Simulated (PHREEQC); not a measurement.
0.07 g of hydrous ferric oxide (600 m²/g; 0.2 weak and 0.005 strong sites per Fe, Dzombak-Morel constants, diffuse double layer) in 1 kg of water with 0.005 mol/kgw of an inert sodium salt and 1.4e-06 mol/kgw BaCl2, at 25 °C; the pH is set by adding NaOH or the inert anion's acid. Oxygen is held at 0.21 atm. No CO2 enters from the air. No solid was allowed to form.

The numbers come from PHREEQC with the ion-association model, wateq4f.dat.

```json
[
 {"pH": "3", "Ba sorbed (%)": "0.0", "surface charge σ (C/m²)": "0.303", "surface potential ψ (mV)": "215"},
 {"pH": "3.67", "Ba sorbed (%)": "0.0", "surface charge σ (C/m²)": "0.221", "surface potential ψ (mV)": "203"},
 {"pH": "4.33", "Ba sorbed (%)": "0.0", "surface charge σ (C/m²)": "…", "surface potential ψ (mV)": "…"},
 {"pH": "5", "Ba sorbed (%)": "0.0", "surface charge σ (C/m²)": "0.090", "surface potential ψ (mV)": "158"},
 {"pH": "5.67", "Ba sorbed (%)": "0.0", "surface charge σ (C/m²)": "0.051", "surface potential ψ (mV)": "129"},
 {"pH": "6.33", "Ba sorbed (%)": "0.0", "surface charge σ (C/m²)": "0.027", "surface potential ψ (mV)": "97"},
 {"pH": "7", "Ba sorbed (%)": "0.5", "surface charge σ (C/m²)": "0.013", "surface potential ψ (mV)": "62"},
 {"pH": "7.67", "Ba sorbed (%)": "8.3", "surface charge σ (C/m²)": "0.004", "surface potential ψ (mV)": "25"},
 {"pH": "8.33", "Ba sorbed (%)": "55.7", "surface charge σ (C/m²)": "…", "surface potential ψ (mV)": "-11"},
 {"pH": "9", "Ba sorbed (%)": "94.8", "surface charge σ (C/m²)": "…", "surface potential ψ (mV)": "-48"},
 {"pH": "9.67", "Ba sorbed (%)": "99.7", "surface charge σ (C/m²)": "…", "surface potential ψ (mV)": "-84"},
 {"pH": "10.33", "Ba sorbed (%)": "100.0", "surface charge σ (C/m²)": "…", "surface potential ψ (mV)": "-117"},
 {"pH": "11", "Ba sorbed (%)": "100.0", "surface charge σ (C/m²)": "-0.079", "surface potential ψ (mV)": "-146"}
]
```

### Question
What belongs in the gaps?

### Answer

- 4.33, surface charge σ (C/m²): 0.147
- 4.33, surface potential ψ (mV): 183
- 8.33, surface charge σ (C/m²): -0.002
- 9, surface charge σ (C/m²): -0.009
- 9.67, surface charge σ (C/m²): -0.021
- 10.33, surface charge σ (C/m²): -0.041

Complexes and solids missing from the database can't appear. The oxide is taken as insoluble; below pH 4 it would dissolve.
